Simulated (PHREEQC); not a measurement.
Make-up at 25 °C: 0.0062 mol/kgw CdCl2, 5.9e-05 mol/kgw CuCl2, 0.13 mol/kgw HCl and 0.27 mol/kgw NaCl. Closed to the air; pH follows from the charge balance.

Computed with PHREEQC (ion-association model, wateq4f.dat).

```tsv
quantity	before	after
pH	1.00	2.91
CdCl+ (mol/kgw)	0.00306	1.41e-5
CdCl2 (mol/kgw)	0.00226	2.11e-7
CdCl3- (mol/kgw)	0.000569	5.46e-10
Cd+2 (mol/kgw)	0.000310	4.76e-5
SI of Halite (NaCl)	-2.87	-6.60
SI of CdOHCl (CdOHCl)	-7.16	-7.47
```

Q: Name the change that produced these shifts.
(A) CdCl2 from 0.0062 to 0.00558 mol/kgw
(B) CuCl2 from 5.9e-05 to 5.31e-05 mol/kgw
(C) HCl left out
(D) CuCl2 replaced by MnCl2 at the same molality
(E) diluted 100-fold with water

A: E, diluted 100-fold with water

This is a speciation only: nothing precipitates in the calculation.
